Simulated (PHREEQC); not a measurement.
A solution holds 5 mmol/kgw NaOH, 0.00036 mmol/kgw H4SiO4 and 1.6 mmol/kgw K2CO3, at 9.6 °C. Closed to the air; pH follows from the charge balance.

Computed with PHREEQC (ion-association model, phreeqc.dat).

This is a speciation only: nothing precipitates in the calculation.

Task: What pH, specific conductance does the model give?

Result: pH 12.20; specific conductance 1060 µS/cm.

Task: In which forms is Si present?

Result: H3SiO4- 95 %, H2SiO4-2 4.6 %, H4SiO4 0.7 % of the Si.

Away from 25 °C the constants follow the database's enthalpies or fits; those with neither stay at their 25 °C values.
